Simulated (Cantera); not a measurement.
A closed system holds: 1 mol MgCO₃, 4.3 mol O₂, 8.1 mol CO₂, at 1527 °C and 0.100 bar.

Cantera equilibrium calculation (NASA polynomials, part measured and part estimated; ideal gas, pure solids and liquids). Candidate condensed phases: C, Mg, MgCO₃, MgO; 15 gas species. Kinetics and transport are ignored.

Base state: CO₂ 0.678, O₂ 0.321, CO 0.000779, O 0.000218 (mole fractions); condensed: MgO(s).

### Question
What changes in the equilibrium state with this change: temperature from 1527 °C to 1575 °C?

### Answer
```
species        before     after
-----------  --------  --------
CO₂             0.678     0.677
O₂              0.321     0.321
CO           0.000779   0.00126
O            0.000218  0.000339
MgO(s), mol      1.00      1.00
```
